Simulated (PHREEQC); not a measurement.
# Phosphoric acid bath: an equilibrium model

Dissolve 0.068 mol/kgw KH2PO4, 0.00033 mol/kgw H2SO4 and 0.012 mol/kgw NiSO4 at 20 °C. Closed to the air; pH follows from the charge balance.

Model: ion-association model, wateq4f.dat, run in PHREEQC.

Precipitation was switched off in this run.

Question: Estimate the pH, ionic strength.

Answer: pH 4.06; ionic strength 0.105 mol/kgw.

Question: In which forms is Ni present?

Answer: Ni+2 82 %, NiSO4 18 % of the Ni.

H3PO4, which wateq4f.dat lacks, is added to it with the constant of phreeqc.dat. The database has no phosphate complexes of Ni.
